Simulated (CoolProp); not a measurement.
n-perfluorobutane at several states: fugacity coefficient from the reference equation and from simpler models built on Tc = 113.2 °C, pc = 2.322 MPa, ω = 0.372; each cubic takes its own stable root.

Model: reference Helmholtz-energy equation of state, Gao 2022, in CoolProp.

```csv
T (°C),p (MPa),phase,reference
-9.25,1.37,liquid,0.05754
-37.95,2.36,liquid,0.008935
-120.65,2.96,liquid,2.208e-6
28.65,1.37,liquid,0.2121
```

How far does each simpler model (van der Waals, Redlich-Kwong, Peng-Robinson) lie from the reference over these 4 states: mean and median of the absolute difference, and the worst?


- van der Waals: mean 64971.4 %, median 757.4 %, worst +258233.3 % at -120.65 °C and 2.96 MPa
- Redlich-Kwong: mean 587.7 %, median 158.4 %, worst +1982.0 % at -120.65 °C and 2.96 MPa
- Peng-Robinson: mean 19.9 %, median 2.0 %, worst +75.3 % at -120.65 °C and 2.96 MPa
